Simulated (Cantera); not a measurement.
**Silicon oxide and oxynitride deposition: SiCl4 + N2O + NO**

A closed system holds: 1 mol SiCl4, 12 mol N2O, 0.89 mol NO, at 0.490 bar.

Cantera equilibrium calculation (NASA polynomials, part measured and part estimated; ideal gas, pure solids and liquids). Candidate condensed phases: Si, SiO2, Si2N2O, Si3N4; 23 gas species. The tables hold silica as quartz up to 1696 K and as liquid above; real silica turns to tridymite and cristobalite and melts near 1996 K. Rates play no part.

```csv
T (°C),log p N2,log p O2,log p Cl2,log p Cl,log p NO,n SiO2(β-quartz),n SiO2(condensed)
1177,-0.52,-0.88,-1.35,-2.06,-3.33,1.00,0
1227,-0.52,-0.88,-1.37,-1.92,-3.22,1.00,0
1277,-0.52,-0.88,-1.40,-1.79,-3.12,1.000,0
1327,-0.52,-0.88,-1.43,-1.67,-3.03,1.000,0
1377,-0.53,-0.89,-1.47,-1.57,-2.94,1.000,0
1427,-0.53,-0.89,-1.51,-1.47,-2.86,0,1.000
1477,-0.53,-0.89,-1.57,-1.39,-2.78,0,1.000
```
log p: log10 of the partial pressure in bar; n: condensed amount in mol.

From 1177 °C to 1377 °C the condensed part is SiO2(β-quartz). From 1427 °C to 1477 °C the condensed part is SiO2(condensed). The main Si-bearing gas is SiCl4 throughout.
